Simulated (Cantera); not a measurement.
A closed system holds: 1 mol B₂O₃, 0.31 mol NH₃, 2.2 mol N₂, held at 1900 K and 42.0 mbar.

Method: chemical equilibrium by Gibbs-energy minimisation in Cantera with the NASA 1993 tables (ideal gas, pure condensed phases). Candidate condensed phases: B, BN, B₂O₃, B₃O₃H₃, H₂O; 39 gas species. Rates play no part.

Base state: N₂ 0.615, B₂O₃ 0.215, H₂ 0.0883, HBO₂ 0.0450, HBO 0.0184, B₂O₂ 0.0122, BO 0.00384, H 0.00115 (mole fractions); condensed: gas only.

**Question.** What changes in the equilibrium state with this change: temperature from 1900 K to 1375 K?

**Answer.** 
```tsv
species	before	after
N₂	0.615	0.835
H₂	0.0883	0.164
HBO₂	0.0450	0.000738
B₂O₃	0.215	3.13e-5
B₂O₂	0.0122	2.70e-7
HBO	0.0184	6.41e-5
BO₂	5.83e-5	<1e-9
BO	0.00384	8.38e-8
H	0.00115	6.77e-6
BN(s), mol	0	0.00146
B₂O₃(l), mol	0	0.998
```
Mutual solubility and eutectic melting of coexisting phases are not modelled.
